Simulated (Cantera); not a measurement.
A freely propagating, adiabatic, planar premixed flame of H2 : O2 : N2 : H2O = 1 : 0.179 : 0.518 : 0.12 (molar parts), unburnt at 700 K and 0.410 bar; unity-Lewis-number transport, grid criteria slope 0.08 and curve 0.16, no radiation.

Model: the H2/O2 subset of GRI-Mech 3.0, which has no nitrogen chemistry, integrated in Cantera. Unity Lewis numbers drop preferential diffusion, which matters most where H2 and H carry the flame. Burning velocities carry a grid error of a few per cent, more on coarse grids.

Q: Predict: laminar burning velocity; thermal thickness; peak x(H); peak x(OH); peak x(HO2).

A: 
```json
{
 "laminar_burning_velocity": "659 cm/s",
 "thermal_thickness": "1.37 mm",
 "peak x(H)": "0.101",
 "peak x(OH)": "0.00300",
 "peak x(HO2)": "9.76e-5"
}
```
